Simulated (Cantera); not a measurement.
Input (Python, Cantera) and output of one run.

```python
import numpy as np
import cantera as ct

gas_names = """
    CL CLO CL2 Fe FeCL FeCL2 FeCL3 FeO Fe2CL4 Fe2CL6 O O2 O3
""".split()
cond_names = """
    Fe(a) Fe(c) Fe(d) Fe(L) FeCL2(s) FeCL2(L) FeCL3(s) FeCL3(L) FeO(s) FeO(L) Fe2O3(s) Fe3O4(s)
""".split()


# ... load() reads the species with a 1 bar reference pressure and builds the phases ...
atoms = {
    'Fe3O4': {'Fe': 3, 'O': 4},
    'Cl2': {'CL': 2},
    'O2': {'O': 2},
}
top_T = {'Fe2O3(s)': 1830, 'Fe3O4(s)': 1870}  # K; cautious upper limits of use, not melting points


# ... equilibrate(T, P, feed) seeds the gas with the atoms and calls Mixture.equilibrate('TP', solver="vcs", rtol=1e-11, max_steps=5000) ...
results = []
T = 1475  # K
P = 270000  # Pa
for m in [0.19, 0.26, 0.34, 0.46, 0.62, 0.84, 1.1, 1.5]:
    feed = {'Fe3O4': 1, 'Cl2': 0.032, 'O2': m}  # mol
    mix = equilibrate(T, P, feed)
    results.append((T, P, feed, dict(zip(mix.species_names, mix.species_moles))))
    x = sorted(zip(gas.X, gas.species_names), reverse=True)
    print(f"T = {T:g} K  P = {P:g} Pa  n(O2) = {m:g} mol  gas = {mix.phase_moles(0):.4g} mol")
    print("   x: " + "  ".join(f"{s} {v:.3e}" for v, s in x if v > 0.0001))
    print("   condensed (mol): " + ("  ".join(f"{mix.phase(i).name} {mix.phase_moles(i):.4g}"
          for i in range(1, mix.n_phases) if mix.phase_moles(i) > 1e-12) or "none"))
```

Result:

```
T = 1475 K  P = 270000 Pa  n(O2) = 0.19 mol  gas = 0.02508 mol
   x: FeCL3 4.766e-01  FeCL2 4.574e-01  Fe2CL4 2.691e-02  CL2 2.613e-02  Fe2CL6 7.086e-03  CL 4.843e-03  O2 1.043e-03
   condensed (mol): Fe2O3(s) 1.24  Fe3O4(s) 0.1647
T = 1475 K  P = 270000 Pa  n(O2) = 0.26 mol  gas = 0.04686 mol
   x: O2 4.155e-01  CL2 2.996e-01  FeCL3 2.075e-01  FeCL2 5.879e-02  CL 1.640e-02  Fe2CL6 1.342e-03  Fe2CL4 4.446e-04  CLO 4.412e-04
   condensed (mol): Fe2O3(s) 1.494
T = 1475 K  P = 270000 Pa  n(O2) = 0.34 mol  gas = 0.1261 mol
   x: O2 7.647e-01  CL2 1.549e-01  FeCL3 4.881e-02  FeCL2 1.924e-02  CL 1.179e-02  CLO 4.303e-04
   condensed (mol): Fe2O3(s) 1.496
T = 1475 K  P = 270000 Pa  n(O2) = 0.46 mol  gas = 0.2461 mol
   x: O2 8.747e-01  CL2 8.747e-02  FeCL3 1.873e-02  FeCL2 9.823e-03  CL 8.862e-03  CLO 3.459e-04
   condensed (mol): Fe2O3(s) 1.496
T = 1475 K  P = 270000 Pa  n(O2) = 0.62 mol  gas = 0.4062 mol
   x: O2 9.221e-01  CL2 5.547e-02  FeCL3 9.091e-03  CL 7.057e-03  FeCL2 5.988e-03  CLO 2.828e-04
   condensed (mol): Fe2O3(s) 1.497
T = 1475 K  P = 270000 Pa  n(O2) = 0.84 mol  gas = 0.6264 mol
   x: O2 9.483e-01  CL2 3.693e-02  CL 5.758e-03  FeCL3 4.835e-03  FeCL2 3.903e-03  CLO 2.340e-04
   condensed (mol): Fe2O3(s) 1.497
T = 1475 K  P = 270000 Pa  n(O2) = 1.1 mol  gas = 0.8866 mol
   x: O2 9.628e-01  CL2 2.644e-02  CL 4.872e-03  FeCL3 2.897e-03  FeCL2 2.763e-03  CLO 1.995e-04
   condensed (mol): Fe2O3(s) 1.497
T = 1475 K  P = 270000 Pa  n(O2) = 1.5 mol  gas = 1.287 mol
   x: O2 9.739e-01  CL2 1.836e-02  CL 4.059e-03  FeCL2 1.902e-03  FeCL3 1.661e-03  CLO 1.672e-04
   condensed (mol): Fe2O3(s) 1.498
```

These are equilibrium values from Cantera (NASA tables, ideal gas, pure condensed phases), not measurements of a reactor. Mutual solubility and eutectic melting of coexisting phases are not modelled.
